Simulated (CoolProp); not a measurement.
Vapour-liquid equilibrium of n-heptane (1) + m-xylene (2) at 173.85 °C; x and y are mole fractions of (1).

Values from CoolProp's multi-fluid Helmholtz-energy mixture model, Span 2003 and Zhou 2012; pair parameters Bell 2016.

Task: Give the bubble pressure and the first vapour's composition at x = 0.35, 0.575, 0.65. Is there an azeotrope?

Result: x = 0.35: 384.5 kPa, y = 0.563; x = 0.575: 463.7 kPa, y = 0.744; x = 0.65: 489.2 kPa, y = 0.794. No azeotrope shows between x = 0.05 and 0.95.

Pair parameters are fitted to limited data, so mixtures are less certain than the pure fluids.
